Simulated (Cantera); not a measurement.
Cantera run, input and output.

```python
import numpy as np
import cantera as ct

gas = ct.Solution("gri30.yaml")


def delay(T, t_max=10):
    gas.TPX = T, 35000, {'CH4': 1, 'C2H6': 0.044, 'C3H8': 0.1, 'O2': 2.82, 'N2': 18.1}
    reactor = ct.IdealGasReactor(gas, clone=False)
    net = ct.ReactorNet([reactor])
    net.rtol, net.atol = 1e-8, 1e-16
    while net.time < t_max:
        t_old, T_old = net.time, reactor.T
        net.step()
        if reactor.T > T + 400:  # ignition: a rise of 400 K
            return t_old + (T + 400 - T_old) / (reactor.T - T_old) * (net.time - t_old)
    return np.nan


taus = []
for T in [1198, 1298, 1398, 1498, 1598, 1698]:
    taus.append(delay(T))
    print(f"T0 = {T:6g} K   tau = {taus[-1]:.4e} s")
```

Result:

```
T0 =   1198 K   tau = 2.2703e-02 s
T0 =   1298 K   tau = 4.4822e-03 s
T0 =   1398 K   tau = 1.2176e-03 s
T0 =   1498 K   tau = 4.4600e-04 s
T0 =   1598 K   tau = 2.0928e-04 s
T0 =   1698 K   tau = 1.1784e-04 s
```

Computed with Cantera and GRI-Mech 3.0 (53 species, 325 reactions).
